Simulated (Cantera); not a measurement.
An isothermal, constant-pressure homogeneous reactor starts with 17.9 % CH4, 82.1 % N2, at 1825 K and 7900 Pa.

Cantera simulation using GRI-Mech 3.0 (53 species, 325 reactions); the numbers are that mechanism's predictions, not measurements. GRI-Mech 3.0 stops at C3 and has no aromatics, soot or wall deposition, so with more carbon than oxygen in the feed, carbon stays in small species such as C2H2 where larger ones or solid carbon would form.

One state of this run: x CH4 = 0.175; x H2 = 0.00225; x C2H4 = 0.000539; x C2H6 = 3.33e-5; x C2H = 1.27e-9; x HCN = 4.10e-10. x: mole fraction; the columns are a selection and need not sum to one.

Which value of t (s) does it belong to?
(A) 0.304
(B) 0.000988
(C) 0.000100
(D) 0.954

B, 0.000988
